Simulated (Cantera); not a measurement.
Standard-state values (1 bar) from the NASA 1993 polynomials, evaluated with Cantera. Values are per mole of reaction as written; species without (g) are pure solids or liquids, kept so even where they would boil at 1 bar.

2 CS₂(g) + 3 Ni + 2 H(g) ⇌ Ni₃S₄ + C₂H₂(g)

```tsv
T (K)	ΔH° (kJ)	ΔS° (J/K)	ΔG° (kJ)	log10 K
423	-742.7	-407.5	-570.4	70.43
448	-742.6	-407.2	-560.2	65.31
473	(withheld)	(withheld)	(withheld)	(withheld)
498	(withheld)	(withheld)	(withheld)	(withheld)
523	-741.9	-405.8	-529.7	52.90
548	(withheld)	(withheld)	(withheld)	(withheld)
573	(withheld)	(withheld)	(withheld)	(withheld)
598	-741.1	-404.3	-499.3	43.61
```

### Question
Fill in the missing entries.

### Answer

- 473, ΔH° (kJ): -742.4
- 473, ΔS° (J/K): -406.8
- 473, ΔG° (kJ): -550.0
- 473, log10 K: 60.74
- 498, ΔH° (kJ): -742.2
- 498, ΔS° (J/K): -406.3
- 498, ΔG° (kJ): -539.8
- 498, log10 K: 56.62
- 548, ΔH° (kJ): -741.6
- 548, ΔS° (J/K): -405.2
- 548, ΔG° (kJ): -519.6
- 548, log10 K: 49.52
- 573, ΔH° (kJ): -741.4
- 573, ΔS° (J/K): -404.7
- 573, ΔG° (kJ): -509.4
- 573, log10 K: 46.44
